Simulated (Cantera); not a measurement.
Mixture: CH3OH : O2 : N2 = 1 : 0.833 : 3.13 (molar parts), at 200000 Pa, adiabatic and at constant pressure. Ignition delay is the time to a rise of 400 K.

Model: GRI-Mech 3.0 (53 species, 325 reactions), integrated in Cantera. GRI-Mech 3.0 was tuned for natural gas; its chemistry of methanol as a main component is partial and can be far from experiment.

Q: Predict: delay at 1150 K; delay at 1350 K; delay at 1550 K; delay at 1750 K; delay at 1950 K; apparent activation energy between 1750 and 1950 K.

A: 
```json
{
 "delay at 1150 K": "10.9 ms",
 "delay at 1350 K": "0.515 ms",
 "delay at 1550 K": "62.2 µs",
 "delay at 1750 K": "14.2 µs",
 "delay at 1950 K": "4.82 µs",
 "apparent activation energy between 1750 and 1950 K": "150 kJ/mol"
}
```
